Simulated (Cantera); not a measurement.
Mixture: CH₄ : CO : O₂ : N₂ = 1 : 0.051 : 2.13 : 8.02 (molar parts), at 10.0 bar, adiabatic and at constant volume. Ignition delay is the time to a rise of 400 K.

Detailed kinetics in Cantera: GRI-Mech 3.0 (53 species, 325 reactions).

### Question
What does this change do: constant pressure in place of constant volume?

### Answer
```tsv
quantity	before	after
delay at 1125 K	12.9 ms	13.4 ms
delay at 1325 K	1.06 ms	1.13 ms
delay at 1525 K	0.137 ms	0.148 ms
delay at 1725 K	25.3 µs	27.3 µs
delay at 1925 K	6.69 µs	7.28 µs
apparent activation energy between 1725 and 1925 K	180 kJ/mol	180 kJ/mol
```

### Question
What does this change do: pressure from 10.0 bar to 0.730 bar?

### Answer
| quantity | before | after |
|---|---|---|
| delay at 1125 K | 12.9 ms | 0.183 s |
| delay at 1325 K | 1.06 ms | 10.2 ms |
| delay at 1525 K | 0.137 ms | 1.10 ms |
| delay at 1725 K | 25.3 µs | 0.225 ms |
| delay at 1925 K | 6.69 µs | 69.3 µs |
| apparent activation energy between 1725 and 1925 K | 180 kJ/mol | 160 kJ/mol |
